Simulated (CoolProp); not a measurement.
Saturation properties of ethylene.

The numbers come from the reference Helmholtz-energy equation of state, Smukala 2000 in CoolProp.

```tsv
T (K)	p (kPa)	liquid density (kg/m³)	enthalpy of vaporisation (kJ/kg)	liquid cp (kJ/(kg K))	surface tension (mN/m)
132.1	5.518	618.4	532.2	2.415	22.8
139.5	11.32	608.7	522.8	2.408	21.5
147	21.59	598.7	513.1	2.404	20.2
154.4	38.07	588.6	503.3	2.404	18.9
161.9	63.75	578.2	493.0	2.408	17.6
169.3	100.9	567.8	482.5	2.417	16.3
176.8	153.7	556.9	471.4	2.433	15.1
184.2	224.5	545.9	459.8	2.455	13.9
191.7	319.1	534.4	447.3	2.485	12.6
```

It boils at 169.4 K under 1 atm.

Surface tension comes from a separate correlation (Mulero 2012).
